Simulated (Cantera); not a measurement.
What does this Cantera script print?

```python
import numpy as np
import cantera as ct

gas_names = [...]  # 139 gases of nasa_gas.yaml made of C, Cu, H, N, O
cond_names = """
    C(gr) C6H6(L) C7H8(L) C8H18(L),n-octa Cu(cr) Cu(L) CuO(s) CuO2H2(s) Cu2O(s) Cu2O(L) H2O(s) H2O(L)
""".split()


# ... load() reads the species with a 1 bar reference pressure and builds the phases ...
atoms = {
    'CuO': {'Cu': 1, 'O': 1},
    'CO': {'C': 1, 'O': 1},
    'N2': {'N': 2},
    'C': {'C': 1},
    'H2O': {'H': 2, 'O': 1},
}
top_T = {'C(gr)': 4500, 'CuO(s)': 1390}  # K; cautious upper limits of use, not melting points


# ... equilibrate(T, P, feed) seeds the gas with the atoms and calls Mixture.equilibrate('TP', solver="vcs", rtol=1e-11, max_steps=5000) ...
results = []
feed = {'CuO': 1, 'CO': 0.82, 'N2': 0.2, 'C': 1.4, 'H2O': 0.015}  # mol
P = 78  # Pa
for T in [1673, 1723, 1773, 1823, 1873, 1923, 1973, 2023, 2073]:
    mix = equilibrate(T, P, feed)
    results.append((T, P, feed, dict(zip(mix.species_names, mix.species_moles))))
    x = sorted(zip(gas.X, gas.species_names), reverse=True)
    print(f"T = {T:g} K  P = {P:g} Pa  gas = {mix.phase_moles(0):.4g} mol")
    print("   x: " + "  ".join(f"{s} {v:.3e}" for v, s in x if v > 1e-06))
    print("   condensed (mol): " + ("  ".join(f"{mix.phase(i).name} {mix.phase_moles(i):.4g}"
          for i in range(1, mix.n_phases) if mix.phase_moles(i) > 1e-12) or "none"))
```

Result:

```
T = 1673 K  P = 78 Pa  gas = 2.391 mol
   x: CO 7.673e-01  Cu 1.425e-01  N2 8.359e-02  H2 6.076e-03  H 3.179e-04  Cu2 1.506e-04  HCN 7.104e-05  HNC 1.983e-06
   condensed (mol): C(gr) 0.3848  Cu(L) 0.6585
T = 1723 K  P = 78 Pa  gas = 2.824 mol
   x: CO 6.497e-01  Cu 2.735e-01  N2 7.078e-02  H2 5.039e-03  H 4.635e-04  Cu2 3.698e-04  HCN 7.832e-05  HNC 2.480e-06
   condensed (mol): C(gr) 0.3848  Cu(L) 0.2254
T = 1773 K  P = 78 Pa  gas = 3.05 mol
   x: CO 6.016e-01  Cu 3.272e-01  N2 6.553e-02  H2 4.527e-03  H 6.853e-04  Cu2 3.605e-04  HCN 9.252e-05  HNC 3.301e-06
   condensed (mol): C(gr) 0.3847
T = 1823 K  P = 78 Pa  gas = 3.051 mol
   x: CO 6.015e-01  Cu 3.273e-01  N2 6.550e-02  H2 4.344e-03  H 1.022e-03  Cu2 2.510e-04  HCN 1.157e-04  HNC 4.620e-06
   condensed (mol): C(gr) 0.3846
T = 1873 K  P = 78 Pa  gas = 3.052 mol
   x: CO 6.013e-01  Cu 3.273e-01  N2 6.546e-02  H2 4.100e-03  H 1.480e-03  Cu2 1.780e-04  HCN 1.416e-04  HNC 6.289e-06  C2H2,acetylene 1.280e-06
   condensed (mol): C(gr) 0.3845
T = 1923 K  P = 78 Pa  gas = 3.053 mol
   x: CO 6.011e-01  Cu 3.273e-01  N2 6.542e-02  H2 3.785e-03  H 2.075e-03  HCN 1.693e-04  Cu2 1.285e-04  HNC 8.318e-06  CN 1.817e-06  C2H2,acetylene 1.709e-06
   condensed (mol): C(gr) 0.3844
T = 1973 K  P = 78 Pa  gas = 3.054 mol
   x: CO 6.008e-01  Cu 3.272e-01  N2 6.538e-02  H2 3.397e-03  H 2.816e-03  HCN 1.973e-04  Cu2 9.418e-05  HNC 1.067e-05  CN 3.616e-06  C2H2,acetylene 2.176e-06
   condensed (mol): C(gr) 0.3843
T = 2023 K  P = 78 Pa  gas = 3.055 mol
   x: CO 6.006e-01  Cu 3.271e-01  N2 6.534e-02  H 3.689e-03  H2 2.944e-03  HCN 2.236e-04  Cu2 7.008e-05  HNC 1.324e-05  CN 6.953e-06  C2H2,acetylene 2.629e-06
   condensed (mol): C(gr) 0.3842
T = 2073 K  P = 78 Pa  gas = 3.057 mol
   x: CO 6.003e-01  Cu 3.270e-01  N2 6.529e-02  H 4.656e-03  H2 2.445e-03  HCN 2.458e-04  Cu2 5.287e-05  HNC 1.587e-05  CN 1.295e-05  C2H2,acetylene 2.996e-06
   condensed (mol): C(gr) 0.3841
```

Cantera equilibrium calculation (NASA polynomials, part measured and part estimated; ideal gas, pure solids and liquids).
